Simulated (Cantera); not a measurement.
A closed system holds: 1 mol MgF₂, 20 mol H₂O, 9.5 mol H₂, held at 998.15 K and 3.00 mbar.

Method: chemical equilibrium by Gibbs-energy minimisation in Cantera with the NASA 1993 tables (ideal gas, pure condensed phases). Candidate condensed phases: H₂O, Mg, MgF₂, MgO, Mg(OH)₂; 31 gas species. The numbers say what is thermodynamically allowed, not how fast it happens.

Base state: H₂O 0.634, H₂ 0.314, HF 0.0528 (mole fractions); condensed: MgF₂(s) + MgO(s).

### Question
What changes in the equilibrium state with this change: temperature from 998.15 K to 2273 K?

### Answer
```json
[
 {"species": "H₂O", "before": "0.634", "after": "0.552"},
 {"species": "H₂", "before": "0.314", "after": "0.246"},
 {"species": "H", "before": "2.21e-8", "after": "0.0761"},
 {"species": "Mg", "before": "<1e-9", "after": "0.0277"},
 {"species": "OH", "before": "<1e-9", "after": "0.0265"},
 {"species": "HF", "before": "0.0528", "after": "0.0585"},
 {"species": "O", "before": "<1e-9", "after": "0.00562"},
 {"species": "O₂", "before": "<1e-9", "after": "0.00529"},
 {"species": "MgF", "before": "<1e-9", "after": "0.000858"},
 {"species": "MgOH", "before": "<1e-9", "after": "0.000705"},
 {"species": "MgF₂(s), mol", "before": "0.200", "after": "0"},
 {"species": "MgO(s), mol", "before": "0.800", "after": "0"}
]
```
The tables' values for MgH are old estimates; treat these amounts as uncertain.

### Question
What changes in the equilibrium state with this change: pressure from 3.00 mbar to 1.10 mbar?

### Answer
| species | before | after |
|---|---|---|
| H₂O | 0.634 | 0.623 |
| H₂ | 0.314 | 0.311 |
| HF | 0.0528 | 0.0656 |
| MgF₂(s), mol | 0.200 | 0 |
| MgO(s), mol | 0.800 | 1.00 |
